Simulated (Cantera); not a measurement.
Input: 1 mol HCl, 0.12 mol O₂, 0.18 mol H₂, held at 0.133 bar.

Method: chemical equilibrium by Gibbs-energy minimisation in Cantera with the NASA 1993 tables (ideal gas, pure condensed phases). Candidate condensed phases: H₂O; 14 gas species. Equilibrium is a limit: real reactors are often held back by kinetics, nucleation or transport. All values below are at 352 °C.

Base state: HCl 0.746, H₂O 0.203, Cl₂ 0.0508 (mole fractions); condensed: gas only.

### Question
What changes in the equilibrium state with this change: H₂ from 0.18 to 1.8 mol?

### Answer
```csv
species,before,after
H₂,<1e-9,0.557
HCl,0.746,0.357
H₂O,0.203,0.0857
Cl₂,0.0508,<1e-9
```
